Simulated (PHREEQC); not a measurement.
Dissolve 0.0012 mol/kgw HF, 0.00045 mol/kgw (NH4)2SiF6, 0.038 mol/kgw H3PO4 and 0.087 mol/kgw HCl at 25 °C. Closed to the air; pH follows from the charge balance.

Equilibrium calculation in PHREEQC: ion-association model, phreeqc.dat.

Task: The ionic strength comes out as 0.0912 mol/kgw. What activity coefficients do SiF6-2, F-, Cl-, NH4+, H2PO4- get?

Result: SiF6-2 0.39, F- 0.77, Cl- 0.77, NH4+ 0.75, H2PO4- 0.79.

Precipitation was switched off in this run. The solution is supersaturated, for example in Quartz (slow to form), Chalcedony (slow to form), so a real one may precipitate; this is no full list. Species that the database lacks are ignored. SiF6-2 is the database's only silicon fluoride.
